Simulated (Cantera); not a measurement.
Input: 1 mol PbO, 0.013 mol O2, 0.32 mol H2, at 24000 Pa.

Method: chemical equilibrium by Gibbs-energy minimisation in Cantera with the NASA 1993 tables (ideal gas, pure condensed phases). Candidate condensed phases: H2O, Pb, PbO, PbO2, Pb3O4; 12 gas species. The numbers say what is thermodynamically allowed, not how fast it happens. All values below are at 550 K.

Base state: H2O 1.000, H2 1.12e-5 (mole fractions); condensed: Pb(s) + PbO(red).

Q: What changes in the equilibrium state with this change: PbO replaced by HgO?

A: 
```tsv
species	before	after
H2O	1.000	0.521
Hg	0	0.479
O2	<1e-9	1.16e-5
H2	1.12e-5	<1e-9
Pb(s), mol	0.294	0
PbO(red), mol	0.706	0
HgO(s), mol	0	0.706
```
Further candidate phases: Hg, HgO.
